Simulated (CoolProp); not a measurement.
Computed with CoolProp (reference Helmholtz-energy equation of state, Tillner-Roth 1997).

Q: Give the vapour pressure (kPa), enthalpy of vaporisation (kJ/kg), liquid cp (kJ/(kg K)), surface tension (mN/m) of saturated CH2F2 (R32) at -89.15 °C.

A: 
```tsv
T (°C)	p (kPa)	enthalpy of vaporisation (kJ/kg)	liquid cp (kJ/(kg K))	surface tension (mN/m)
-89.15	9.48	419	1.56	28.4
```

Surface tension comes from a separate correlation (Mulero 2012).
